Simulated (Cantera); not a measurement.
Silicon carbide growth: SiH4 + C2H4 + H2

Input: 1 mol SiH4, 0.015 mol C2H4, 120 mol H2, equilibrated at 1625 °C and 0.130 bar.

Equilibrium computed with Cantera from the NASA thermochemical tables; the gas is ideal and each condensed phase is pure. Candidate condensed phases: C, C6H6, C7H8, C8H18, Si, SiC; 87 gas species. Mutual solubility and eutectic melting of coexisting phases are not modelled. Gases not in the tables: Si2H6 and higher silanes. The numbers say what is thermodynamically allowed, not how fast it happens.

```json
{
  "x(H2)": "0.998",
  "x(H)": "0.00217",
  "x(Si)": "9.47e-5",
  "x(SiH2)": "5.75e-5",
  "x(SiH)": "2.97e-5",
  "x(CH4)": "2.70e-6",
  "x(Si2C)": "1.65e-6",
  "n(Si(l))": "0.948 mol",
  "n(SiC(s))": "0.0293 mol",
  "gas_amount": "122.2 mol",
  "log10 activity of C(graphite) (absent)": "-1.43"
}
```
